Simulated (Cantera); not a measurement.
Charge: 1 mol Fe(CO)₅, 4.7 mol CO, 23 mol H₂, held at 750 Torr.

Cantera equilibrium calculation (NASA polynomials, part measured and part estimated; ideal gas, pure solids and liquids). Candidate condensed phases: C, C₆H₆, C₇H₈, C₈H₁₈, Fe, Fe(CO)₅, FeO, Fe(OH)₂, Fe(OH)₃, Fe₂O₃, Fe₃O₄, H₂O; 114 gas species. Kinetics and transport are ignored.

### Question
At 1223 K, list the 5 most abundant gas species with their mole fractions, and the condensed phases.

### Answer
H₂ 0.695, CO 0.293, CH₄ 0.00583, H₂O 0.00452, CO₂ 0.00131. Condensed: Fe(γ).
